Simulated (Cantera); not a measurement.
Standard-state values (1 bar) from the NASA 1993 polynomials, evaluated with Cantera. Values are per mole of reaction as written; species without (g) are pure solids or liquids, kept so even where they would boil at 1 bar. VN: taken at fixed stoichiometry.

5 O(g) + 2 VN = N2(g) + V2O5

| T (K) | ΔH° (kJ) | ΔS° (J/K) | ΔG° (kJ) | log10 K | condensed phases |
|---|---|---|---|---|---|
| 300 | -2362.2 | -557.8 | -2194.9 | 382.15 | VN(s), V2O5(s) |
| 850 | -2365.8 | -566.9 | -1883.9 | 115.77 | VN(s), V2O5(s) |
| 1050 | -2299.8 | -496.9 | -1778.0 | 88.45 | VN(s), V2O5(l) |
| 1250 | [?] | [?] | [?] | [?] | VN(s), V2O5(l) |
| 1450 | [?] | [?] | [?] | [?] | VN(s), V2O5(l) |
| 1650 | [?] | [?] | [?] | [?] | VN(s), V2O5(l) |
| 1850 | -2296.6 | -494.3 | -1382.1 | 39.02 | VN(s), V2O5(l) |

Task: Some entries are withheld; supply them.

Result: 
- 1250, ΔH° (kJ): -2297.9
- 1250, ΔS° (J/K): -495.4
- 1250, ΔG° (kJ): -1678.8
- 1250, log10 K: 70.15
- 1450, ΔH° (kJ): -2296.8
- 1450, ΔS° (J/K): -494.5
- 1450, ΔG° (kJ): -1579.8
- 1450, log10 K: 56.91
- 1650, ΔH° (kJ): -2296.4
- 1650, ΔS° (J/K): -494.2
- 1650, ΔG° (kJ): -1480.9
- 1650, log10 K: 46.88
